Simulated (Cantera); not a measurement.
# Thermodynamics of carbothermic reduction, feed PbO + C + H₂

Feed: 1 mol PbO, 3.6 mol C, 0.82 mol H₂, at 21.0 Pa.

Equilibrium computed with Cantera from the NASA thermochemical tables; the gas is ideal and each condensed phase is pure. Candidate condensed phases: C, C₆H₆, C₇H₈, C₈H₁₈, H₂O, Pb, PbO, PbO₂, Pb₃O₄; 113 gas species. Equilibrium is a limit: real reactors are often held back by kinetics, nucleation or transport.

| T (K) | log p CO | log p H₂ | log p Pb | log p H | log p C₂H₂ (acetylene) | log p CO₂ | log p H₂O | log p C₂H | n C(graphite) | n Pb(l) |
|---|---|---|---|---|---|---|---|---|---|---|
| 998 | -3.97 | -4.06 | -4.81 | -10.70 | -13.02 | -8.17 | -8.42 | <-15 | 2.60 | 0.855 |
| 1148 | -4.13 | -4.21 | -4.13 | -9.25 | -11.64 | -9.65 | -9.66 | <-15 | 2.60 | 0 |
| 1298 | -4.13 | -4.21 | -4.13 | -8.08 | -10.47 | -10.53 | -10.37 | <-15 | 2.60 | 0 |
| 1448 | -4.13 | -4.21 | -4.13 | -7.14 | -9.54 | -11.23 | -10.94 | -15.34 | 2.60 | 0 |
| 1598 | -4.13 | -4.22 | -4.13 | -6.38 | -8.79 | -11.79 | -11.40 | -13.43 | 2.60 | 0 |
| 1748 | -4.13 | -4.22 | -4.13 | -5.75 | -8.17 | -12.25 | -11.78 | -11.86 | 2.60 | 0 |
| 1898 | -4.13 | -4.24 | -4.13 | -5.23 | -7.67 | -12.64 | -12.12 | -10.54 | 2.60 | 0 |
| 2048 | -4.14 | -4.29 | -4.14 | -4.80 | -7.27 | -12.98 | -12.45 | -9.44 | 2.60 | 0 |
| 2198 | -4.17 | -4.41 | -4.17 | -4.46 | -7.01 | -13.29 | -12.82 | -8.52 | 2.60 | 0 |
log p: log10 of the partial pressure in bar; n: condensed amount in mol.

At 998 K the condensed part is C(graphite) + Pb(l). From 1148 K to 2198 K the condensed part is C(graphite). The main Pb-bearing gas is Pb throughout.
